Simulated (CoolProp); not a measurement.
Vapour pressure (kPa) of tetrahydrofuran: the reference equation beside estimates from Tc = 540.2 K, pc = 5304 kPa, ω = 0.234.

Computed with CoolProp (reference Helmholtz-energy equation of state, Fiedler 2023).

```csv
T (K),reference,Lee-Kesler,van der Waals,Redlich-Kwong,Peng-Robinson
429.6,955.5,969.2,1978,1250,961.6
435.1,1060,1076,(withheld),1369,1068
440.6,(withheld),1190,2222,1495,1183
446,1291,1312,2349,1626,1304
451.5,1421,1444,2482,1767,1438
457,1560,1586,2620,1916,1581
462.5,1710,1738,2763,2074,1734
467.9,1867,1898,(withheld),2237,1895
473.4,2037,2071,3060,2412,2071
478.9,2219,(withheld),3217,2596,2258
484.4,2414,2453,3379,2789,2458
```

Question: Fill in the missing entries.

Answer: 
- 435.1, van der Waals: 2098
- 440.6, reference: 1172
- 467.9, van der Waals: 2908
- 478.9, Lee-Kesler: 2256

Absolute difference from the reference over all 11 rows, mean and median: Lee-Kesler 1.6 and 1.6 %, van der Waals 70.1 and 67.9 %, Redlich-Kwong 23.0 and 22.8 %, Peng-Robinson 1.3 and 1.3 %.
